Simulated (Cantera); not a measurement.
A perfectly stirred reactor is fed with CH3OH : O2 : N2 = 0.011 : 0.0091 : 1 (molar parts), equivalence ratio 1.8, at 7500 Torr; it is held at 975 K, and followed from long to short residence time.

Detailed kinetics in Cantera: GRI-Mech 3.0 (53 species, 325 reactions). GRI-Mech 3.0 was tuned for natural gas; its chemistry of methanol as a main component is partial and can be far from experiment.

### Question
What does this change do: O2 0.0091 to 0.07 parts?

### Answer
```tsv
quantity	before	after
x(CH3OH) at τ = 27.0 s	3.36e-5	4.38e-5
x(O2) at τ = 27.0 s	6.58e-5	0.0496
x(NO) at τ = 27.0 s	1.98e-12	<1e-12
x(H2) at τ = 27.0 s	0.00954	1.72e-6
x(N2O) at τ = 27.0 s	6.93e-9	1.37e-7
x(CH3OH) at τ = 0.130 s	0.00122	0.00110
x(O2) at τ = 0.130 s	0.00163	0.0539
x(NO) at τ = 0.130 s	<1e-12	<1e-12
x(H2) at τ = 0.130 s	0.00625	0.000297
x(N2O) at τ = 0.130 s	3.47e-9	6.30e-9
```

### Question
What does this change do: pressure from 7500 Torr to 750 Torr?

### Answer
```json
[
 {"quantity": "x(CH3OH) at τ = 27.0 s", "before": "3.36e-5", "after": "0.000127"},
 {"quantity": "x(O2) at τ = 27.0 s", "before": "6.58e-5", "after": "0.000653"},
 {"quantity": "x(NO) at τ = 27.0 s", "before": "1.98e-12", "after": "8.80e-12"},
 {"quantity": "x(H2) at τ = 27.0 s", "before": "0.00954", "after": "0.00892"},
 {"quantity": "x(N2O) at τ = 27.0 s", "before": "6.93e-9", "after": "5.88e-9"},
 {"quantity": "x(CH3OH) at τ = 0.130 s", "before": "0.00122", "after": "0.00485"},
 {"quantity": "x(O2) at τ = 0.130 s", "before": "0.00163", "after": "0.00505"},
 {"quantity": "x(NO) at τ = 0.130 s", "before": "<1e-12", "after": "<1e-12"},
 {"quantity": "x(H2) at τ = 0.130 s", "before": "0.00625", "after": "0.00357"},
 {"quantity": "x(N2O) at τ = 0.130 s", "before": "3.47e-9", "after": "6.44e-10"}
]
```
